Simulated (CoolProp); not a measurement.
Vapour-liquid equilibrium of dimethyl carbonate (1) + n-octane (2) at 508.5 K; x and y are mole fractions of (1).

The numbers come from the multi-fluid Helmholtz-energy mixture model, Zhou 2011 and Beckmüller 2019; pair parameters Bell 2016 in CoolProp.

| x | bubble pressure (MPa) | y at the bubble point | dew pressure at overall composition x (MPa) | liquid density (mol/L) |
|---|---|---|---|---|
| 0.05 | 1.162 | (withheld) | 1.073 | (withheld) |
| 0.125 | 1.360 | 0.270 | 1.160 | 4.387 |
| 0.2 | 1.539 | 0.375 | 1.258 | 4.506 |
| 0.275 | 1.699 | 0.457 | 1.368 | 4.638 |
| 0.35 | 1.842 | 0.523 | 1.494 | 4.785 |
| 0.425 | 1.968 | 0.581 | 1.635 | 4.954 |
| 0.5 | 2.079 | 0.633 | 1.791 | 5.152 |
| 0.575 | 2.175 | (withheld) | 1.955 | 5.389 |
| 0.65 | 2.258 | 0.729 | 2.114 | 5.673 |
| 0.725 | 2.326 | 0.778 | 2.251 | 6.016 |
| 0.8 | 2.377 | 0.829 | 2.351 | 6.426 |
| 0.875 | 2.410 | 0.885 | 2.406 | 6.913 |
| 0.95 | 2.420 | 0.949 | 2.420 | 7.484 |

**Question.** What belongs in the gaps?

**Answer.** 
- 0.05, y at the bubble point: 0.127
- 0.05, liquid density (mol/L): 4.277
- 0.575, y at the bubble point: 0.681

y crosses x between x = 0.875 and 0.95: the model has an azeotrope there.

The pair parameters rest on a limited set of measurements; away from them the model extrapolates.
